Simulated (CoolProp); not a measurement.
Vapour-liquid equilibrium of R134a (1) + dimethyl ether (2) at 15.85 °C; x and y are mole fractions of (1).

Computed with CoolProp (multi-fluid Helmholtz-energy mixture model, Tillner-Roth 1994 and Wu 2011; pair parameters Bell 2016).

Problem. Give the bubble pressure and the first vapour's composition at x = 0.2, 0.65, 0.95. Is there an azeotrope?

Solution. x = 0.2: 437.0 kPa, y = 0.192; x = 0.65: 456.7 kPa, y = 0.691; x = 0.95: 494.7 kPa, y = 0.962. y crosses x between x = 0.2 and 0.35: the model has an azeotrope there.

The pair parameters rest on a limited set of measurements; away from them the model extrapolates.
